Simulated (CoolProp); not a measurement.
Model: reference Helmholtz-energy equation of state, Fiedler 2023, in CoolProp.

Question: Give the vapour pressure (MPa), liquid density (kg/m³), enthalpy of vaporisation (kJ/kg), liquid cp (kJ/(kg K)) of saturated tetrahydrofuran at 356.3, 396.2, 428.1 K.

Answer: 
| T (K) | p (MPa) | liquid density (kg/m³) | enthalpy of vaporisation (kJ/kg) | liquid cp (kJ/(kg K)) |
|---|---|---|---|---|
| 356.3 | 0.172 | 815 | 403 | 1.96 |
| 396.2 | 0.477 | 766 | 370 | 2.14 |
| 428.1 | 0.928 | 721 | 338 | 2.31 |
